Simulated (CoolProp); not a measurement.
Saturation properties of nitrogen.

Model: reference Helmholtz-energy equation of state, Span 2000, in CoolProp.

```json
[
 {"T (K)": "96.5", "p (kPa)": "605.4", "enthalpy of vaporisation (kJ/kg)": "168.4", "vapour Z": "0.8493", "surface tension (mN/m)": "4.78", "liquid viscosity (µPa s)": "84.1"},
 {"T (K)": "100.3", "p (kPa)": "794.6", "enthalpy of vaporisation (kJ/kg)": "160.3", "vapour Z": "0.8178", "surface tension (mN/m)": "4.03", "liquid viscosity (µPa s)": "75.1"},
 {"T (K)": "104.1", "p (kPa)": "1023", "enthalpy of vaporisation (kJ/kg)": "151.2", "vapour Z": "0.7823", "surface tension (mN/m)": "3.30", "liquid viscosity (µPa s)": "67.1"},
 {"T (K)": "107.9", "p (kPa)": "1295", "enthalpy of vaporisation (kJ/kg)": "140.8", "vapour Z": "?", "surface tension (mN/m)": "2.61", "liquid viscosity (µPa s)": "59.8"},
 {"T (K)": "111.7", "p (kPa)": "1615", "enthalpy of vaporisation (kJ/kg)": "128.7", "vapour Z": "?", "surface tension (mN/m)": "1.95", "liquid viscosity (µPa s)": "53.0"},
 {"T (K)": "115.5", "p (kPa)": "?", "enthalpy of vaporisation (kJ/kg)": "114.2", "vapour Z": "0.6425", "surface tension (mN/m)": "1.34", "liquid viscosity (µPa s)": "46.4"},
 {"T (K)": "119.3", "p (kPa)": "2424", "enthalpy of vaporisation (kJ/kg)": "96.03", "vapour Z": "0.5774", "surface tension (mN/m)": "0.774", "liquid viscosity (µPa s)": "39.7"},
 {"T (K)": "123.1", "p (kPa)": "2926", "enthalpy of vaporisation (kJ/kg)": "70.06", "vapour Z": "?", "surface tension (mN/m)": "0.285", "liquid viscosity (µPa s)": "32.1"}
]
```

### Question
Fill in the missing entries.

### Answer

- 107.9, vapour Z: 0.7420
- 111.7, vapour Z: 0.6961
- 115.5, p (kPa): 1990
- 123.1, vapour Z: 0.4893

It boils at 77.4 K under 1 atm.

Viscosity comes from a separate model (Lemmon 2004). Surface tension comes from a separate correlation (Mulero 2012).
